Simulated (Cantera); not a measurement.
Mixture: CH4 : C2H6 : C3H8 : O2 : N2 = 1 : 0.16 : 0.17 : 1.79 : 11.1 (molar parts), at 0.610 bar, adiabatic and at constant volume. Ignition delay is the time to a rise of 400 K.

Model: GRI-Mech 3.0 (53 species, 325 reactions), integrated in Cantera. GRI-Mech 3.0 was tuned for natural gas; its chemistry of propane as a main component is partial and can be far from experiment.

Task: What does this change do: pressure from 0.610 bar to 1.01 bar?

Result: 
| quantity | before | after |
|---|---|---|
| delay at 1025 K | 0.120 s | 78.8 ms |
| delay at 1175 K | 11.4 ms | 8.29 ms |
| delay at 1325 K | 1.45 ms | 1.08 ms |
| delay at 1475 K | 0.307 ms | 0.222 ms |
| delay at 1625 K | 0.102 ms | 70.4 µs |
| apparent activation energy between 1550 and 1700 K | 140 kJ/mol | 140 kJ/mol |

Task: What does this change do: pressure from 0.610 bar to 1.00 bar?

Result: 
```tsv
quantity	before	after
delay at 1025 K	0.120 s	79.7 ms
delay at 1175 K	11.4 ms	8.36 ms
delay at 1325 K	1.45 ms	1.09 ms
delay at 1475 K	0.307 ms	0.223 ms
delay at 1625 K	0.102 ms	71.1 µs
apparent activation energy between 1550 and 1700 K	140 kJ/mol	140 kJ/mol
```
